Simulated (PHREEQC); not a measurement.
0.057 g of hydrous ferric oxide (600 m²/g; 0.2 weak and 0.005 strong sites per Fe, Dzombak-Morel constants, diffuse double layer) in 1 kg of water with 0.3 mol/kgw of an inert sodium salt and 1.9e-06 mol NiCl2, at 25 °C; the pH is set by adding NaOH or the inert anion's acid. Oxygen alone is held at its pressure in air (log pO2 = -0.68). No CO2 enters from the air. No solid was allowed to form.

The series has 17 steps of pH, from 3 to 9.

The numbers come from PHREEQC with the ion-association model, wateq4f.dat.

Question: Near which pH is half of the Ni sorbed, and on which side is more sorbed?

Answer: Near pH 6.8, with more sorbed at higher pH.

The oxide is taken as insoluble; below pH 4 it would dissolve.
